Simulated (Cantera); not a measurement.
A perfectly stirred reactor is fed with CH4 : H2 = 1 : 4.4 (molar parts), at 0.0188 atm; it is held at 1800 K, and followed from long to short residence time.

Detailed kinetics in Cantera: GRI-Mech 3.0 (53 species, 325 reactions). GRI-Mech 3.0 stops at C3 and has no aromatics, soot or wall deposition, so with more carbon than oxygen in the feed, carbon stays in small species such as C2H2 where larger ones or solid carbon would form. Radical loss at walls, strong at low pressure, is not modelled.

### Question
What does this change do: temperature 1800 to 1650 K?

### Answer
| quantity | before | after |
|---|---|---|
| x(CH4) at τ = 0.330 s | 0.0441 | 0.120 |
| x(H2) at τ = 0.330 s | 0.894 | 0.852 |
| x(CH3) at τ = 0.330 s | 0.00159 | 0.00107 |
| x(H) at τ = 0.330 s | 0.00160 | 0.000376 |
| x(CH2) at τ = 0.330 s | 2.36e-6 | 3.62e-7 |
| x(CH4) at τ = 7.80 ms | 0.169 | 0.184 |
| x(H2) at τ = 7.80 ms | 0.822 | 0.815 |
| x(CH3) at τ = 7.80 ms | 0.00306 | 0.000444 |
| x(H) at τ = 7.80 ms | 0.000753 | 9.72e-5 |
| x(CH2) at τ = 7.80 ms | 2.11e-6 | 4.72e-8 |

### Question
What does this change do: temperature 1800 to 1550 K?

### Answer
```
quantity                 before     after
---------------------  --------  --------
x(CH4) at τ = 0.330 s    0.0441     0.172
x(H2) at τ = 0.330 s      0.894     0.822
x(CH3) at τ = 0.330 s   0.00159  0.000476
x(H) at τ = 0.330 s     0.00160  0.000113
x(CH2) at τ = 0.330 s   2.36e-6   5.01e-8
x(CH4) at τ = 7.80 ms     0.169     0.185
x(H2) at τ = 7.80 ms      0.822     0.815
x(CH3) at τ = 7.80 ms   0.00306   7.86e-5
x(H) at τ = 7.80 ms    0.000753   1.71e-5
x(CH2) at τ = 7.80 ms   2.11e-6   1.41e-9
```

### Question
What does this change do: H2 4.4 to 41 parts?

### Answer
```csv
quantity,before,after
x(CH4) at τ = 0.330 s,0.0441,0.0120
x(H2) at τ = 0.330 s,0.894,0.980
x(CH3) at τ = 0.330 s,0.00159,0.000483
x(H) at τ = 0.330 s,0.00160,0.00196
x(CH2) at τ = 0.330 s,2.36e-6,9.75e-7
x(CH4) at τ = 7.80 ms,0.169,0.0236
x(H2) at τ = 7.80 ms,0.822,0.976
x(CH3) at τ = 7.80 ms,0.00306,0.000193
x(H) at τ = 7.80 ms,0.000753,0.000397
x(CH2) at τ = 7.80 ms,2.11e-6,8.48e-8
```
